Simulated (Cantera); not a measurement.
An adiabatic, constant-volume homogeneous reactor starts with 3.02 % CH4, 3.63 % H2, 19.6 % O2, 73.7 % N2, equivalence ratio 0.40, at 1250 K and 2.60 bar.

Cantera simulation using GRI-Mech 3.0 (53 species, 325 reactions); the numbers are that mechanism's predictions, not measurements.

One state of this run: T (K) = 2331; P (bar) = 4.77; x CH4 = <1e-12; x H2 = 0.000320; x O2 = 0.115; x H2O = 0.0955; x CO2 = 0.0301; x C2H2 = <1e-12; x NO2 = 1.15e-5. x: mole fraction; the columns are a selection and need not sum to one.

Q: Which value of t (s) does it belong to?
A) 0.0212
B) 2.83e-5
C) 2.00e-6
D) 0.000106

A: A, 0.0212
